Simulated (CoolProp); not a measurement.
R1336mzz(E) along the isotherm 255.9 K: density (kg/m³) from the reference equation and from simpler models built on Tc = 403.5 K, pc = 2779 kPa, ω = 0.413; each cubic takes its own stable root.

Model: reference Helmholtz-energy equation of state, Akasaka 2023, in CoolProp.

```tsv
p (kPa)	phase	reference
475	liquid	1444
950	liquid	1445
1430	liquid	1446
1900	liquid	1447
2380	liquid	1448
2850	liquid	1450
3330	liquid	1451
3800	liquid	1452
4280	liquid	1453
4750	liquid	1454
5230	liquid	1455
5700	liquid	1456
```

Task: How far does each simpler model (van der Waals, Redlich-Kwong, Soave-Redlich-Kwong, Peng-Robinson) lie from the reference over these 12 states: mean and median of the absolute difference, and the worst?

Result: 
- van der Waals: mean 42.2 %, median 42.1 %, worst -43.3 % at 255.9 K and 475 kPa
- Redlich-Kwong: mean 16.1 %, median 16.1 %, worst -16.8 % at 255.9 K and 475 kPa
- Soave-Redlich-Kwong: mean 11.8 %, median 11.8 %, worst -12.1 % at 255.9 K and 475 kPa
- Peng-Robinson: mean 0.6 %, median 0.6 %, worst -0.8 % at 255.9 K and 475 kPa
